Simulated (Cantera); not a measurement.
Source: NASA polynomial tables (part measured, part estimated), evaluated in Cantera. Values are per mole of reaction as written; species without (g) are pure solids or liquids, kept so even where they would boil at 1 bar.

3 Ta2O5 + 2 C3H8(g) + H2(g) = 6 TaO2(g) + 3 C2H5OH(g)

```tsv
T (K)	ΔH° (kJ)	ΔS° (J/K)	ΔG° (kJ)	log10 K
775	…	…	…	…
875	…	…	…	…
975	4340.3	1257.1	3114.6	-166.86
1075	4323.7	1240.9	2989.8	-145.27
1175	4306.8	1225.8	2866.4	-127.42
1275	4289.5	1211.7	2744.6	-112.44
1375	4271.9	1198.5	2624.1	-99.68
1475	4254.0	1185.9	2504.8	-88.70
1575	4235.9	1174.0	2386.8	-79.16
1675	4217.5	1162.7	2270.0	-70.79
1775	4198.9	1151.9	2154.3	-63.40
```

**Question.** What belongs in the gaps?

**Answer.** 
- 775, ΔH° (kJ): 4371.9
- 775, ΔS° (J/K): 1293.3
- 775, ΔG° (kJ): 3369.6
- 775, log10 K: -227.10
- 875, ΔH° (kJ): 4356.4
- 875, ΔS° (J/K): 1274.5
- 875, ΔG° (kJ): 3241.2
- 875, log10 K: -193.49
